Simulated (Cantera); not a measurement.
What does this Cantera script print?

```python
import numpy as np
import cantera as ct

gas = ct.Solution("gri30.yaml")
gas.TPX = 1448, 13332, {'C2H6': 1, 'N2': 3.7}
reactor = ct.IdealGasConstPressureReactor(gas, energy="off", clone=False)
net = ct.ReactorNet([reactor])
net.rtol, net.atol = 1e-08, 1e-18
show = ['C2H6', 'C2H4', 'CH2', 'CH3', 'H2', 'C2H2', 'CH4']
times = np.geomspace(5e-05, 300, 13)

steps = ct.SolutionArray(gas, extra=["t"])
rows = []
print(f"{'t/s':>10s}{'T/K':>9s}{'P/Pa':>11s}" + "".join(f"{s:>11s}" for s in show))
for t in times:
    while net.time < t:
        t_next = net.step()
        steps.append(gas.state, t=t_next)
    rows.append([np.interp(t, steps.t, y) for y in (steps.T, steps.P, *steps(*show).X.T)])
    print(f"{t:10.3e}{rows[-1][0]:9.1f}{rows[-1][1]:11.4g}" + "".join(f"{x:11.3e}" for x in rows[-1][2:]))
rate = np.gradient(steps.T, steps.t)
print("integrator steps:", len(steps.t))
if steps.T.max() > steps.T[0] + 200:
    print(f"time of steepest temperature rise: {steps.t[rate.argmax()]:.4e} s")
gas.TPX = 1448, 13332, {'C2H6': 1, 'N2': 3.7}
gas.equilibrate("TP")
print(f"equilibrium (TP): T = {gas.T:.1f} K  " + "  ".join(f"{s} {gas[s].X[0]:.3e}" for s in show))
```

Output:

```
       t/s      T/K       P/Pa       C2H6       C2H4        CH2        CH3         H2       C2H2        CH4
 5.000e-05   1448.0  1.333e+04  2.097e-01  9.871e-04  3.807e-07  1.642e-03  9.473e-04  4.694e-07  5.585e-04
 1.836e-04   1448.0  1.333e+04  1.876e-01  1.524e-02  1.415e-06  3.303e-03  1.390e-02  1.537e-04  4.943e-03
 6.740e-04   1448.0  1.333e+04  1.112e-01  6.484e-02  1.314e-06  2.893e-03  6.201e-02  4.069e-03  2.442e-02
 2.475e-03   1448.0  1.333e+04  1.605e-02  1.025e-01  4.490e-07  1.105e-03  1.345e-01  2.998e-02  5.662e-02
 9.086e-03   1448.0  1.333e+04  5.194e-04  7.168e-02  2.275e-08  1.925e-04  1.752e-01  6.675e-02  6.001e-02
 3.336e-02   1448.0  1.333e+04  3.104e-05  4.624e-02  1.827e-09  5.260e-05  1.954e-01  8.927e-02  5.873e-02
 1.225e-01   1448.0  1.333e+04  1.341e-05  1.975e-02  1.071e-09  3.991e-05  2.160e-01  1.124e-01  5.713e-02
 4.497e-01   1448.0  1.333e+04  1.035e-05  2.661e-03  1.069e-09  3.950e-05  2.300e-01  1.275e-01  5.541e-02
 1.651e+00   1448.0  1.333e+04  9.357e-06  2.057e-03  1.038e-09  3.786e-05  2.340e-01  1.291e-01  5.244e-02
 6.062e+00   1448.0  1.333e+04  6.933e-06  2.162e-03  9.384e-10  3.276e-05  2.446e-01  1.321e-01  4.353e-02
 2.226e+01   1448.0  1.333e+04  3.150e-06  2.397e-03  6.977e-10  2.164e-05  2.660e-01  1.382e-01  2.564e-02
 8.171e+01   1448.0  1.333e+04  1.384e-06  2.588e-03  4.375e-10  1.199e-05  2.815e-01  1.426e-01  1.261e-02
 3.000e+02   1448.0  1.333e+04  1.279e-06  2.605e-03  4.081e-10  1.104e-05  2.829e-01  1.430e-01  1.148e-02
integrator steps: 1628
equilibrium (TP): T = 1448.0 K  C2H6 8.518e-07  C2H4 1.717e-03  CH2 3.313e-10  CH3 9.013e-06  H2 2.860e-01  C2H2 9.321e-02  CH4 9.423e-03
```

Computed with Cantera and GRI-Mech 3.0 (53 species, 325 reactions). GRI-Mech 3.0 stops at C3 and has no aromatics, soot or wall deposition, so with more carbon than oxygen in the feed, carbon stays in small species such as C2H2 where larger ones or solid carbon would form.
